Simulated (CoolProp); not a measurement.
Vapour-liquid equilibrium of CH2F2 (R32) (1) + R142b (2) at 0.278 MPa; x and y are mole fractions of (1).

Computed with CoolProp (multi-fluid Helmholtz-energy mixture model, Tillner-Roth 1997 and Lemmon 2006; pair parameters Bell 2016).

**Question.** Give the bubble temperature and the first vapour's composition at x = 0.2, 0.65, 0.95. Is there an azeotrope?

**Answer.** x = 0.2: 270.3 K, y = 0.603; x = 0.65: 250.3 K, y = 0.908; x = 0.95: 244.5 K, y = 0.985. No azeotrope shows between x = 0.05 and 0.95.

Pair parameters are fitted to limited data, so mixtures are less certain than the pure fluids.
